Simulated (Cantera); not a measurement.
An isothermal, constant-pressure homogeneous reactor starts with 38.2 % CH4, 49.6 % CO2, 12.2 % H2, at 1423 K and 600 Torr.

Model: GRI-Mech 3.0 (53 species, 325 reactions), integrated in Cantera.

Problem. Predict: x(CH4) at 10.0 s; x(CO2) at 10.0 s; x(H2) at 10.0 s; x(H2O) at 10.0 s; x(CO) at 10.0 s; x(HCO) at 10.0 s.

Solution. 
| Item | Value |
|---|---|
| x(CH4) at 10.0 s | 0.0765 (gas-phase equilibrium 7.56e-6) |
| x(CO2) at 10.0 s | 0.141 (gas-phase equilibrium 0.0205) |
| x(H2) at 10.0 s | 0.201 (gas-phase equilibrium 0.458) |
| x(H2O) at 10.0 s | 0.221 (gas-phase equilibrium 0.0445) |
| x(CO) at 10.0 s | 0.263 (gas-phase equilibrium 0.477) |
| x(HCO) at 10.0 s | 1.41e-9 (gas-phase equilibrium 4.30e-9) |
